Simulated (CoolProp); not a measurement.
Vapour-liquid equilibrium of n-hexane (1) + m-xylene (2) at 178.75 °C; x and y are mole fractions of (1).

Model: multi-fluid Helmholtz-energy mixture model, Thol 2019 and Zhou 2012; pair parameters Bell 2016, in CoolProp.

```csv
x,"bubble pressure, mixture model (MPa)","bubble pressure, Raoult's law (MPa)","y, mixture model","y, Raoult's law"
0.05,0.3120,0.3145,0.183,0.203
0.15,?,0.4155,?,0.460
0.25,0.5280,0.5165,0.591,0.617
0.35,0.6387,0.6175,0.694,0.722
0.45,0.7449,0.7185,0.766,0.798
0.55,0.8450,0.8194,?,0.855
0.65,?,0.9204,0.863,0.900
0.75,1.032,1.021,0.901,0.935
0.85,1.124,1.122,0.938,0.965
0.95,1.222,1.223,?,0.989
```

### Question
What belongs in the gaps?

### Answer

- 0.15, bubble pressure, mixture model (MPa): 0.4170
- 0.15, y, mixture model: 0.434
- 0.55, y, mixture model: 0.820
- 0.65, bubble pressure, mixture model (MPa): 0.9397
- 0.95, y, mixture model: 0.978

The largest gap from Raoult's law is +3.7 % in bubble pressure, at x = 0.45. No azeotrope shows between x = 0.05 and 0.95.

The pair parameters rest on a limited set of measurements; away from them the model extrapolates. The gap from Raoult's law changes sign with composition, which may be real or a fault of the pair parameters; it wasn't checked against measurements.
